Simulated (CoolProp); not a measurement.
Properties of n-butane at several states (Tc = 425.1 K, pc = 37.96 bar, ω = 0.201).

The numbers come from the reference Helmholtz-energy equation of state, Bücker 2006 in CoolProp.

```tsv
T (K)	p (bar)	phase	Z	cp (kJ/(kg K))	conductivity (mW/(m K))
308.7	13.4	liquid	0.05396	___	101
317	8.29	liquid	0.03318	2.551	97.6
313.3	32	liquid	0.1274	___	101
209.4	0.331	liquid	___	2.084	145
371.7	4.61	gas	___	___	___
```

Complete the blanks.


- 308.7, cp (kJ/(kg K)): 2.493
- 313.3, cp (kJ/(kg K)): 2.502
- 209.4, Z: 0.001662
- 371.7, Z: 0.9322
- 371.7, cp (kJ/(kg K)): 2.104
- 371.7, conductivity (mW/(m K)): 25.0

Thermal conductivity comes from a separate model (Perkins 2002).
